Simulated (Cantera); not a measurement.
A Cantera script and what it prints.

```python
import numpy as np
import cantera as ct

gas_names = """
    H HO2 H2 H2O H2O2 Nb NbO NbO2 O OH O2 O3
""".split()
cond_names = """
    H2O(s) H2O(L) Nb(cr) Nb(L) NbO(s) NbO(L) NbO2(I) NbO2(II) NbO2(III) NbO2(L) Nb2O5(s) Nb2O5(L)
""".split()


def load(file, names, dense=False):
    # The tables refer to 1 bar. Condensed volumes are neglected.
    table = {s.name: s for s in ct.Species.list_from_file(file)}
    out = []
    for n in names:
        d = dict(table[n].input_data)
        d["thermo"] = dict(d["thermo"], **{"reference-pressure": 1e5})
        if dense:
            d["equation-of-state"] = {"model": "constant-volume", "density": "1e6 g/cm^3"}
        out.append(ct.Species.from_dict(d))
    return out


gas = ct.Solution(thermo="ideal-gas", species=load("nasa_gas.yaml", gas_names))
cond = {s.name: ct.Solution(thermo="fixed-stoichiometry", species=[s], name=s.name)
        for s in load("nasa_condensed.yaml", cond_names, dense=True)}
atoms = {
    'Nb2O5': {'Nb': 2, 'O': 5},
    'H2': {'H': 2},
    'H2O': {'H': 2, 'O': 1},
}
top_T = {}  # K; cautious upper limits of use, not melting points


def equilibrate(T, P, feed):
    n = {}
    for name, mol in feed.items():
        for a, k in atoms[name].items():
            n[a] = n.get(a, 0.0) + k * mol
    gas.TPX = T, P, n
    mass = sum(n.values()) * gas.mean_molecular_weight
    gas.equilibrate("TP")
    valid = [c for c in cond.values() if c.min_temp <= T <= top_T.get(c.name, c.max_temp)]
    mix = ct.Mixture([(gas, mass / gas.mean_molecular_weight)] + [(c, 0.0) for c in valid])
    mix.T, mix.P = T, P
    mix.equilibrate("TP", solver="vcs", rtol=1e-11, max_steps=5000)
    return mix


results = []
feed = {'Nb2O5': 1, 'H2': 0.53, 'H2O': 0.042}  # mol
P = 360  # Pa
for T in [1098, 1148, 1198, 1248, 1298, 1348, 1398, 1448, 1498, 1548, 1598, 1648, 1698]:
    mix = equilibrate(T, P, feed)
    results.append((T, P, feed, dict(zip(mix.species_names, mix.species_moles))))

top = {s: max(r[3][s] / sum(r[3][g] for g in gas_names) for r in results) for s in gas_names}
cols = sorted((s for s in top if top[s] > 0.0001), key=lambda s: -top[s])[:5]
seen = [c for c in cond_names if any(r[3].get(c, 0) > 1e-12 for r in results)]
print("log10 of partial pressures in bar; condensed amounts in mol")
print(f"{'T/K':>10s}" + "".join(f"{s[:9]:>10s}" for s in cols + seen))
for T, P, feed, n in results:
    ng = sum(n[g] for g in gas_names)
    print(f"{T:10.4g}" + "".join(f"{np.log10(max(n[s] / ng * P / 1e5, 1e-99)):10.3f}" for s in cols)
          + "".join(f"{n.get(c, 0):10.4g}" for c in seen))
```

Result:

```
log10 of partial pressures in bar; condensed amounts in mol
       T/K        H2       H2O         H NbO2(III)  Nb2O5(s)
      1098    -2.477    -3.578    -8.845         0         1
      1148    -2.477    -3.578    -8.383         0         1
      1198    -2.477    -3.578    -7.959         0         1
      1248    -2.477    -3.578    -7.569         0         1
      1298    -2.477    -3.578    -7.208         0         1
      1348    -2.477    -3.578    -6.874         0         1
      1398    -2.477    -3.578    -6.563         0         1
      1448    -2.477    -3.578    -6.274         0         1
      1498    -2.483    -3.511    -6.006   0.01397     0.993
      1548    -2.491    -3.436    -5.757   0.03253    0.9837
      1598    -2.499    -3.367    -5.524   0.05268    0.9737
      1648    -2.509    -3.303    -5.305   0.07426    0.9629
      1698    -2.520    -3.245    -5.100   0.09707    0.9515
```

Cantera equilibrium calculation (NASA polynomials, part measured and part estimated; ideal gas, pure solids and liquids). Mutual solubility and eutectic melting of coexisting phases are not modelled. Condensed phases not in the tables: the oxides between NbO2 and Nb2O5.
